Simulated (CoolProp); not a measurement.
Values from CoolProp's reference Helmholtz-energy equation of state, Lemmon 2006. It is a short technical equation, of lower accuracy than the large ones.

Problem. For nitrous oxide, give the phase and the density (kg/m³), Joule-Thomson coefficient (K/MPa), isothermal compressibility (1/MPa), expansivity (1/kK) at 317.6 K and 26200 kPa; 445.3 K and 26200 kPa.

Solution. 
- 317.6 K and 26200 kPa: supercritical; density 861, Joule-Thomson coefficient 0.239, isothermal compressibility 0.00705, expansivity 4.39
- 445.3 K and 26200 kPa: supercritical; density 405, Joule-Thomson coefficient 1.86, isothermal compressibility 0.0372, expansivity 5.08
